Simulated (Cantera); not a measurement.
Cantera run, input and output.

```python
import numpy as np
import cantera as ct

gas = ct.Solution("gri30.yaml")
gas.TPX = 700, 91000, {'C2H6': 1, 'O2': 7.14, 'N2': 26.9, 'H2O': 1}
inlet = ct.Reservoir(gas, clone=True)
gas.equilibrate("HP")  # start burning
reactor = ct.IdealGasConstPressureReactor(gas, energy="on", clone=False)
exhaust = ct.Reservoir(gas, clone=True)
tau = [0.02, 0.011, 0.0054, 0.0028, 0.0014, 0.00075, 0.00039, 0.0002, 0.0001, 5.3e-05, 2.7e-05, 1.4e-05][0]
for a, b in ((inlet, reactor), (reactor, exhaust)):
    ct.MassFlowController(a, b, mdot=lambda t: reactor.mass / tau)
net = ct.ReactorNet([reactor])
show = ['C2H6', 'O2', 'H2O', 'H2O2', 'NO2']

rows = []
print(f"{'tau/s':>10s}{'T/K':>9s}" + "".join(f"{s:>11s}" for s in show))
for tau in [0.02, 0.011, 0.0054, 0.0028, 0.0014, 0.00075, 0.00039, 0.0002, 0.0001, 5.3e-05, 2.7e-05, 1.4e-05]:
    net.initial_time = 0.0
    net.advance(30 * tau)
    before = gas.X
    net.advance(40 * tau)
    drift = np.max(np.abs(gas.X - before) / (gas.X + 1e-9))
    rows.append([gas.T, *gas[show].X, drift])
    print(f"{tau:10.3e}{gas.T:9.1f}" + "".join(f"{x:11.3e}" for x in gas[show].X))
```

It prints:

```
     tau/s      T/K       C2H6         O2        H2O       H2O2        NO2
 2.000e-02   1755.8  3.501e-06  9.939e-02  1.079e-01  1.457e-07  1.873e-08
 1.100e-02   1748.3  5.228e-06  9.945e-02  1.076e-01  1.830e-07  1.421e-08
 5.400e-03   1735.9  8.484e-06  9.964e-02  1.070e-01  2.386e-07  9.933e-09
 2.800e-03   1719.8  1.347e-05  9.999e-02  1.063e-01  3.039e-07  7.146e-09
 1.400e-03   1696.2  2.263e-05  1.007e-01  1.054e-01  3.935e-07  5.147e-09
 7.500e-04   1667.0  3.787e-05  1.019e-01  1.044e-01  5.019e-07  3.852e-09
 3.900e-04   1624.3  7.142e-05  1.042e-01  1.033e-01  6.623e-07  2.733e-09
 2.000e-04   1554.4  1.812e-04  1.095e-01  1.016e-01  9.420e-07  1.671e-09
 1.000e-04    700.0  2.775e-02  1.981e-01  2.775e-02  7.390e-19  1.233e-21
 5.300e-05    700.0  2.775e-02  1.981e-01  2.775e-02  4.543e-21  7.580e-24
 2.700e-05    700.0  2.775e-02  1.981e-01  2.775e-02  2.427e-22  4.049e-25
 1.400e-05    700.0  2.775e-02  1.981e-01  2.775e-02  1.517e-23  2.531e-26
```

Detailed kinetics in Cantera: GRI-Mech 3.0 (53 species, 325 reactions).
